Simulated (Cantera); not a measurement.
An adiabatic, constant-pressure homogeneous reactor starts with C₂H₄ : O₂ : N₂ : H₂O = 1 : 2.5 : 9.4 : 0.48 (molar parts), equivalence ratio 1.2, at 998 K and 323 Torr.

Detailed kinetics in Cantera: GRI-Mech 3.0 (53 species, 325 reactions). GRI-Mech 3.0 was tuned for natural gas; its chemistry of ethylene as a main component is partial and can be far from experiment. Below about 1000 K GRI-Mech 3.0 lacks low-temperature oxidation paths.

### Question
Predict: time of steepest temperature rise; temperature at 0.200 s; equilibrium temperature; x(O₂) at 0.200 s; x(H₂O) at 0.200 s; x(HCO) at 0.200 s; x(CO) at 0.200 s.

### Answer
| Property | Result |
|---|---|
| time of steepest temperature rise | 0.183 s |
| temperature at 0.200 s | 2585 K |
| equilibrium temperature | 2584 K |
| x(O₂) at 0.200 s | 0.00733 (gas-phase equilibrium 0.00720) |
| x(H₂O) at 0.200 s | 0.142 (gas-phase equilibrium 0.142) |
| x(HCO) at 0.200 s | 3.21e-8 (gas-phase equilibrium 3.21e-8) |
| x(CO) at 0.200 s | 0.0712 (gas-phase equilibrium 0.0713) |
